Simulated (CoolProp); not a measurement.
A simple Rankine cycle with chlorine: condensing at 326.15 K, boiler at 3.54 MPa, turbine inlet 372.9 K, turbine efficiency 0.75, pump efficiency 0.6, no recuperator. Each further row changes one setting.

Computed with CoolProp (reference Helmholtz-energy equation of state, Thol 2021).

```
case                             thermal efficiency (%)  net work (kJ/kg)  heat in (kJ/kg)  turbine exit temperature (K)  volume ratio over the turbine
-------------------------------  ----------------------  ----------------  ---------------  ----------------------------  -----------------------------
as stated                                           ___               ___              224                         326.2                           2.15
turbine inlet 392.9 K                               7.4              18.0              242                           ___                           2.02
condensing temperature 318.15 K                     8.5              19.7              ___                         318.2                            ___
boiler pressure 2.48 MPa                            ___               ___              242                         336.6                           1.49
turbine efficiency 0.65                             6.1              13.6              224                         326.2                           2.18
```

Some entries are withheld; supply them.


- as stated, thermal efficiency (%): 7.2
- as stated, net work (kJ/kg): 16.1
- turbine inlet 392.9 K, turbine exit temperature (K): 326.7
- condensing temperature 318.15 K, heat in (kJ/kg): 232
- condensing temperature 318.15 K, volume ratio over the turbine: 2.55
- boiler pressure 2.48 MPa, thermal efficiency (%): 4.5
- boiler pressure 2.48 MPa, net work (kJ/kg): 10.9

The expansion ends wet for: as stated; condensing temperature 318.15 K; turbine efficiency 0.65.
